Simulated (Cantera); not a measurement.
Silicon nitride deposition: SiH₄ + N₂ + H₂

Input: 1 mol SiH₄, 30 mol N₂, 0.22 mol H₂.

These are equilibrium values from Cantera (NASA tables, ideal gas, pure condensed phases), not measurements of a reactor. Candidate condensed phases: Si, Si₃N₄; 18 gas species. N₂ is the only nitrogen source here; it is nearly inert below about 1500 K, so the nitride shown seldom forms there in practice. Kinetics and transport are ignored.

Stable condensed phases:

```
T in °C \ P in Pa
              5     21     85    350   1400   5900  24000 100000
   1652       A      A      B      B      B      B      C      C
   1552       A      B      B      B      B      C      C      C
   1452       B      B      B      C      C      C      C      C
   1352       B      B      C      C      C      C      C      C
   1252       B      C      C      C      C      C      C      C
   1152       C      C      C      C      C      C      C      C
   1052       C      C      C      C      C      C      C      C
    952       C      C      C      C      C      C      C      C
    852       C      C      C      C      C      C      C      C
    752       C      C      C      C      C      C      C      C
    652       C      C      C      C      C      C      C      C
    552       C      C      C      C      C      C      C      C
```

A: gas only; B: Si; C: Si₃N₄.
